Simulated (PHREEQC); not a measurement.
Make-up at 20 °C: 0.21 mol/kgw NH4Cl and 0.0057 mol/kgw NaOH. Closed to the air; pH follows from the charge balance.

The numbers come from PHREEQC with the ion-association model, phreeqc.dat.

```yaml
pH: 8.04
ionic_strength: 0.210 mol/kgw
activity_of_water: 0.993
specific_conductance: 22000 µS/cm
density: 1.002 g/cm³
total_alkalinity: 5.70 meq/kg
```

```
species  molality  activity   log γ
-------  --------  --------  ------
Cl-         0.210     0.150  -0.146
NH4+        0.204     0.139  -0.169
Na+       0.00570   0.00426  -0.126
NH3       0.00570   0.00598   0.021
OH-       1.05e-6   7.37e-7  -0.152
H+        1.16e-8   9.22e-9  -0.099
```

No solid was allowed to form. Species that the database lacks are ignored.
